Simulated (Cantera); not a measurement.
Input (Python, Cantera) and output of one run.

```python
import numpy as np
import cantera as ct

gas_names = """
    CL CLO CL2 O O2 O3 Si SiCL SiCL2 SiCL3 SiCL4 SiO SiO2 Si2 Si3
""".split()
cond_names = """
    Si(cr) Si(L) SiO2(Lqz) SiO2(hqz) SiO2(L)
""".split()


# ... load() reads the species with a 1 bar reference pressure and builds the phases ...
atoms = {
    'SiO2': {'Si': 1, 'O': 2},
    'SiCl4': {'Si': 1, 'CL': 4},
    'O2': {'O': 2},
}
top_T = {}  # K; cautious upper limits of use, not melting points


# ... equilibrate(T, P, feed) seeds the gas with the atoms and calls Mixture.equilibrate('TP', solver="vcs", rtol=1e-11, max_steps=5000) ...
results = []
feed = {'SiO2': 1, 'SiCl4': 1.3, 'O2': 0.19}  # mol
P = 1000  # Pa
for T in [723, 773, 823, 873, 923, 973, 1023, 1073, 1123, 1173, 1223, 1273, 1323]:
    mix = equilibrate(T, P, feed)
    results.append((T, P, feed, dict(zip(mix.species_names, mix.species_moles))))
    x = sorted(zip(gas.X, gas.species_names), reverse=True)
    print(f"T = {T:g} K  P = {P:g} Pa  gas = {mix.phase_moles(0):.4g} mol")
    print("   x: " + "  ".join(f"{s} {v:.3e}" for v, s in x if v > 0.001))
    print("   condensed (mol): " + ("  ".join(f"{mix.phase(i).name} {mix.phase_moles(i):.4g}"
          for i in range(1, mix.n_phases) if mix.phase_moles(i) > 1e-12) or "none"))
```

Output:

```
T = 723 K  P = 1000 Pa  gas = 1.49 mol
   x: SiCL4 7.450e-01  CL2 2.550e-01
   condensed (mol): SiO2(Lqz) 1.19
T = 773 K  P = 1000 Pa  gas = 1.49 mol
   x: SiCL4 7.450e-01  CL2 2.550e-01
   condensed (mol): SiO2(Lqz) 1.19
T = 823 K  P = 1000 Pa  gas = 1.49 mol
   x: SiCL4 7.449e-01  CL2 2.550e-01
   condensed (mol): SiO2(Lqz) 1.19
T = 873 K  P = 1000 Pa  gas = 1.49 mol
   x: SiCL4 7.449e-01  CL2 2.549e-01
   condensed (mol): SiO2(hqz) 1.19
T = 923 K  P = 1000 Pa  gas = 1.49 mol
   x: SiCL4 7.448e-01  CL2 2.547e-01
   condensed (mol): SiO2(hqz) 1.19
T = 973 K  P = 1000 Pa  gas = 1.491 mol
   x: SiCL4 7.445e-01  CL2 2.542e-01  CL 1.294e-03
   condensed (mol): SiO2(hqz) 1.19
T = 1023 K  P = 1000 Pa  gas = 1.492 mol
   x: SiCL4 7.439e-01  CL2 2.533e-01  CL 2.737e-03
   condensed (mol): SiO2(hqz) 1.19
T = 1073 K  P = 1000 Pa  gas = 1.494 mol
   x: SiCL4 7.430e-01  CL2 2.516e-01  CL 5.395e-03
   condensed (mol): SiO2(hqz) 1.19
T = 1123 K  P = 1000 Pa  gas = 1.497 mol
   x: SiCL4 7.412e-01  CL2 2.488e-01  CL 9.993e-03
   condensed (mol): SiO2(hqz) 1.19
T = 1173 K  P = 1000 Pa  gas = 1.503 mol
   x: SiCL4 7.384e-01  CL2 2.441e-01  CL 1.750e-02
   condensed (mol): SiO2(hqz) 1.19
T = 1223 K  P = 1000 Pa  gas = 1.512 mol
   x: SiCL4 7.341e-01  CL2 2.368e-01  CL 2.911e-02
   condensed (mol): SiO2(hqz) 1.19
T = 1273 K  P = 1000 Pa  gas = 1.525 mol
   x: SiCL4 7.278e-01  CL2 2.261e-01  CL 4.613e-02
   condensed (mol): SiO2(hqz) 1.19
T = 1323 K  P = 1000 Pa  gas = 1.544 mol
   x: SiCL4 7.189e-01  CL2 2.113e-01  CL 6.976e-02
   condensed (mol): SiO2(hqz) 1.19
```

Method: chemical equilibrium by Gibbs-energy minimisation in Cantera with the NASA 1993 tables (ideal gas, pure condensed phases). The tables' values for SiCl3 are old estimates; treat these amounts as uncertain. The tables hold silica as quartz up to 1696 K and as liquid above; real silica turns to tridymite and cristobalite and melts near 1996 K.
